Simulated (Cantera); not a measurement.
A perfectly stirred reactor is fed with N2O : N2 = 1 : 1.6 (molar parts), at 1330 Pa; it is held at 1450 K, and followed from long to short residence time.

Cantera simulation using GRI-Mech 3.0 (53 species, 325 reactions); the numbers are that mechanism's predictions, not measurements. GRI-Mech 3.0 was tuned for natural gas; its chemistry of N2O as a main component is partial and can be far from experiment. Radical loss at walls, strong at low pressure, is not modelled. The temperature is held fixed by assumption; the heat of reaction is taken as removed at once.

What does this change do: N2O 1 to 1.8 parts?


```tsv
quantity	before	after
x(N2O) at τ = 0.400 s	0.322	0.439
x(NO) at τ = 0.400 s	0.0117	0.0159
x(N2) at τ = 0.400 s	0.646	0.517
x(NO2) at τ = 0.400 s	1.11e-6	1.58e-6
x(O2) at τ = 0.400 s	0.0204	0.0279
x(N2O) at τ = 41.0 ms	0.377	0.518
x(NO) at τ = 41.0 ms	0.00139	0.00191
x(N2) at τ = 41.0 ms	0.619	0.476
x(NO2) at τ = 41.0 ms	6.09e-8	8.47e-8
x(O2) at τ = 41.0 ms	0.00242	0.00335
```

What does this change do: temperature 1450 to 1200 K?


```csv
quantity,before,after
x(N2O) at τ = 0.400 s,0.322,0.383
x(NO) at τ = 0.400 s,0.0117,0.000132
x(N2) at τ = 0.400 s,0.646,0.616
x(NO2) at τ = 0.400 s,1.11e-6,5.85e-9
x(O2) at τ = 0.400 s,0.0204,0.000563
x(N2O) at τ = 41.0 ms,0.377,0.384
x(NO) at τ = 41.0 ms,0.00139,1.32e-5
x(N2) at τ = 41.0 ms,0.619,0.615
x(NO2) at τ = 41.0 ms,6.09e-8,7.99e-11
x(O2) at τ = 41.0 ms,0.00242,5.64e-5
```
The mechanism lacks the step 2 NO + O2 → 2 NO2, which can matter for NO2 below about 1400 K.
